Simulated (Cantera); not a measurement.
A closed system holds: 1 mol Fe₂O₃, 4.4 mol CH₄, 7.9 mol N₂, 0.4 mol C, equilibrated at 1027 °C.

Method: chemical equilibrium by Gibbs-energy minimisation in Cantera with the NASA 1993 tables (ideal gas, pure condensed phases). Candidate condensed phases: C, C₆H₆, C₇H₈, C₈H₁₈, Fe, Fe(CO)₅, FeO, Fe(OH)₂, Fe(OH)₃, Fe₂O₃, Fe₃O₄, H₂O; 140 gas species. Condensed phases not in the tables: cementite and carbon dissolved in iron. The numbers say what is thermodynamically allowed, not how fast it happens.

x: gas mole fraction; n: condensed amount in mol.

| P (Pa) | x H₂ | x N₂ | x CO | x CH₄ | x H₂O | x CO₂ | x NH₃ | n C(graphite) | n Fe(γ) |
|---|---|---|---|---|---|---|---|---|---|
| 10 | 0.447 | 0.401 | 0.152 | 1.57e-7 | 6.20e-8 | 1.20e-8 | 2.34e-9 | 1.80 | 2.00 |
| 36 | 0.447 | 0.401 | 0.152 | 5.65e-7 | 2.23e-7 | 4.32e-8 | 8.44e-9 | 1.80 | 2.00 |
| 130 | 0.447 | 0.401 | 0.152 | 2.04e-6 | 8.06e-7 | 1.56e-7 | 3.05e-8 | 1.80 | 2.00 |
| 460 | 0.447 | 0.401 | 0.152 | 7.22e-6 | 2.85e-6 | 5.52e-7 | 1.08e-7 | 1.80 | 2.00 |
| 1700 | 0.447 | 0.401 | 0.152 | 2.67e-5 | 1.05e-5 | 2.04e-6 | 3.99e-7 | 1.80 | 2.00 |
| 6000 | 0.446 | 0.401 | 0.152 | ? | ? | ? | ? | 1.80 | 2.00 |
| 22000 | 0.446 | 0.401 | 0.152 | 0.000344 | 0.000136 | 2.63e-5 | 5.15e-6 | 1.79 | 2.00 |
| 77000 | 0.445 | 0.402 | 0.152 | 0.00120 | 0.000474 | 9.19e-5 | 1.79e-5 | 1.79 | 2.00 |
| 280000 | 0.439 | 0.403 | 0.151 | ? | ? | ? | ? | 1.75 | 2.00 |
| 1000000 | 0.422 | 0.409 | 0.148 | 0.0140 | 0.00568 | 0.00113 | 0.000218 | 1.66 | 2.00 |

### Question
Complete the blanks.

### Answer

- 280000, x CH₄: 0.00425
- 280000, x H₂O: 0.00169
- 280000, x CO₂: 0.000330
- 280000, x NH₃: 6.42e-5
- 6000, x CH₄: 9.41e-5
- 6000, x H₂O: 3.72e-5
- 6000, x CO₂: 7.19e-6
- 6000, x NH₃: 1.41e-6
